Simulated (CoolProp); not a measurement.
Vapour-liquid equilibrium of R152A (1) + isobutane (2) at 0.0306 MPa; x and y are mole fractions of (1).

Model: multi-fluid Helmholtz-energy mixture model, Outcalt 1996 and Bücker 2006; pair parameters Bell 2016, in CoolProp.

Task: Give the bubble temperature and the first vapour's composition at x = 0.05, 0.125, 0.5. Is there an azeotrope?

Result: x = 0.05: 229.3 K, y = 0.263; x = 0.125: 225.0 K, y = 0.452; x = 0.5: 220.5 K, y = 0.642. y crosses x between x = 0.65 and 0.725: the model has an azeotrope there.

The pair parameters rest on a limited set of measurements; away from them the model extrapolates.
